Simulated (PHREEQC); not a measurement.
Synthetic water in mmol/kgw, 30 °C, pH 6.36, pe 9.4: Na 0.00741; K 0.0088; Ca 0.0928; Mg 0.0148; Cl 0.0158; S(6) 0.052; Alkalinity (meq/kgw) 0.113; Cu(2) 0.00016.

Valence states are taken as typed.

Equilibrium calculation in PHREEQC: ion-association model, phreeqc.dat.

```yaml
ionic_strength: 0.000389 mol/kgw
charge_balance_error: -0.2 %
```

```tsv
species	molality	activity	log γ
HCO3-	0.000113	0.000111	-0.010
CO2	0.000103	0.000103	0.000
Ca+2	9.19e-5	8.40e-5	-0.039
SO4-2	5.11e-5	4.67e-5	-0.039
Cl-	1.58e-5	1.54e-5	-0.010
Mg+2	1.46e-5	1.34e-5	-0.039
K+	8.80e-6	8.60e-6	-0.010
Na+	7.41e-6	7.24e-6	-0.010
CaSO4	7.24e-7	7.24e-7	0.000
H+	4.46e-7	4.37e-7	-0.010
MgSO4	1.66e-7	1.66e-7	0.000
```

Precipitation was switched off in this run. Complexes and solids missing from the database can't appear.
